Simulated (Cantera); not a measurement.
Feed: 1 mol Ta, 0.18 mol CH4, 250 mol H2, at 2575 °C and 9.70 Pa.

Method: chemical equilibrium by Gibbs-energy minimisation in Cantera with the NASA 1993 tables (ideal gas, pure condensed phases). Candidate condensed phases: C, C6H6, C7H8, C8H18, Ta, TaC; 77 gas species. Mutual solubility and eutectic melting of coexisting phases are not modelled. TaC: taken at fixed stoichiometry. Condensed phases not in the tables: Ta2C, N, O or C dissolved in the metal. The numbers say what is thermodynamically allowed, not how fast it happens.

Base state: H 0.988, H2 0.0102, Ta 0.00107, C 0.000299 (mole fractions); condensed: Ta(s) + TaC(s).

Question: What changes in the equilibrium state with this change: temperature from 2575 °C to 1902 °C?

Answer: 
```json
[
 {"species": "H2", "before": "0.0102", "after": "0.612"},
 {"species": "H", "before": "0.988", "after": "0.388"},
 {"species": "Ta", "before": "0.00107", "after": "3.90e-8"},
 {"species": "C", "before": "0.000299", "after": "4.30e-9"},
 {"species": "Ta(s), mol", "before": "0.436", "after": "0.820"},
 {"species": "TaC(s), mol", "before": "0.0311", "after": "0.180"}
]
```

Question: What changes in the equilibrium state with this change: temperature from 2575 °C to 1877 °C?

Answer: 
```
species        before    after
-----------  --------  -------
H2             0.0102    0.654
H               0.988    0.346
Ta            0.00107  2.36e-8
C            0.000299  2.48e-9
Ta(s), mol      0.436    0.820
TaC(s), mol    0.0311    0.180
```
